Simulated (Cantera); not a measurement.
Charge: 1 mol SiO2, 0.027 mol N2, 0.036 mol Si, at 1 atm.

Cantera equilibrium calculation (NASA polynomials, part measured and part estimated; ideal gas, pure solids and liquids). Candidate condensed phases: Si, SiO2, Si2N2O, Si3N4; 16 gas species. Mutual solubility and eutectic melting of coexisting phases are not modelled. The tables hold silica as quartz up to 1696 K and as liquid above; real silica turns to tridymite and cristobalite and melts near 1996 K. Equilibrium is a limit: real reactors are often held back by kinetics, nucleation or transport. All values below are at 1400 °C.

Base state: N2 1.000, SiO 0.000138 (mole fractions); condensed: SiO2(β-quartz) + Si2N2O(s).

Task: What changes in the equilibrium state with this change: pressure from 1 atm to 4.60e-5 bar?

Result: 
| species | before | after |
|---|---|---|
| SiO | 0.000138 | 0.727 |
| N2 | 1.000 | 0.273 |
| SiO2(β-quartz), mol | 0.988 | 0.964 |
| Si2N2O(s), mol | 0.0240 | 0 |
